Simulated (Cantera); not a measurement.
# Transport properties of process gases

Gas mixture: 5.51 % N2, 41.9 % C3H8, 48.5 % C2H2, 4.13 % CH4, at 500000 Pa, frozen composition.

Cantera's kinetic-theory transport with the Lennard-Jones parameters of GRI-Mech 3.0, ideal gas; thermal conductivity in the mixture-averaged form. The composition is frozen, though it would react at the higher temperatures.

| T (K) | ρ (kg/m³) | cp (J/kg/K) | μ (µPa s) | λ (mW/m/K) | Pr | D (cm²/s) CH3 | D (cm²/s) N2 | D (cm²/s) H2O |
|---|---|---|---|---|---|---|---|---|
| 400 | 5.01 | 2014 | 12.5 | 33.9 | 0.744 | 0.0533 | 0.0479 | 0.0518 |
| 550 | 3.64 | 2453 | 16.4 | 52.4 | 0.767 | 0.0943 | 0.0839 | 0.0961 |
| 700 | 2.86 | 2806 | 19.8 | 70.9 | 0.783 | 0.144 | 0.127 | 0.151 |
| 850 | 2.36 | 3092 | 22.9 | 89.1 | 0.794 | 0.201 | 0.177 | 0.216 |
| 1000 | 2.00 | 3330 | 25.7 | 107 | 0.803 | 0.265 | 0.233 | 0.289 |
| 1150 | 1.74 | 3511 | 28.4 | 124 | 0.804 | 0.336 | 0.295 | 0.371 |
| 1300 | 1.54 | 3669 | 30.9 | 141 | 0.807 | 0.413 | 0.363 | 0.460 |
D: mixture-averaged diffusion coefficient of that species in the mixture.
